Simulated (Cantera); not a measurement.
Input: 1 mol CaO, 29 mol HF, 43 mol N2, equilibrated at 1548 K.

Method: chemical equilibrium by Gibbs-energy minimisation in Cantera with the NASA 1993 tables (ideal gas, pure condensed phases). Candidate condensed phases: Ca, CaF2, CaO, Ca(OH)2, H2O; 47 gas species. Equilibrium is a limit: real reactors are often held back by kinetics, nucleation or transport.

x: gas mole fraction; n: condensed amount in mol.

```
P (Pa)   x N2   x HF   x H2O    x CaF2      x H2  x O2       x H  n CaF2(s)
------  -----  -----  ------  --------  --------  ----  --------  ---------
1       0.597  0.375  0.0129    0.0139  0.000760   [?]  0.000268          0
6.80    0.597  0.375  0.0134    0.0139  0.000422   [?]   7.67e-5          0
46      0.598  0.375  0.0136    0.0127  0.000231   [?]   2.18e-5     0.0861
320     0.604  0.380  0.0139   0.00183  0.000125   [?]   6.10e-6      0.870
2200    0.605  0.380  0.0140  0.000266   6.79e-5   [?]   1.71e-6      0.981
15000   0.606  0.380  0.0140   3.90e-5   3.70e-5   [?]   4.84e-7      0.997
100000  0.606  0.380  0.0141   5.84e-6   2.05e-5   [?]   1.39e-7      1.000
```

Task: Fill in the missing entries.

Result: 
- 1, x O2: 0.000358
- 6.80, x O2: 0.000184
- 46, x O2: 9.41e-5
- 320, x O2: 4.78e-5
- 2200, x O2: 2.40e-5
- 15000, x O2: 1.19e-5
- 100000, x O2: 5.87e-6
